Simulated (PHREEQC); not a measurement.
0.023 g of hydrous ferric oxide (600 m²/g; 0.2 weak and 0.005 strong sites per Fe, Dzombak-Morel constants, diffuse double layer) in 1 kg of water with 0.01 mol/kgw of an inert sodium salt and 7.2e-08 mol/kgw ZnSO4, at 25 °C; the pH is set by adding NaOH or the inert anion's acid. O2 is buffered at 0.21 atm. The system is closed to CO2. No solid was allowed to form.

All values are PHREEQC results (ion-association model, wateq4f.dat), not measurements.

Predict S sorbed (%), Zn sorbed (%), surface charge σ (C/m²) at pH = 5.33, 6.67.


| pH | S sorbed (%) | Zn sorbed (%) | surface charge σ (C/m²) |
|---|---|---|---|
| 5.33 | 89.5 | 0.6 | 0.088 |
| 6.67 | 6.8 | 59.7 | 0.025 |

Complexes and solids missing from the database can't appear.
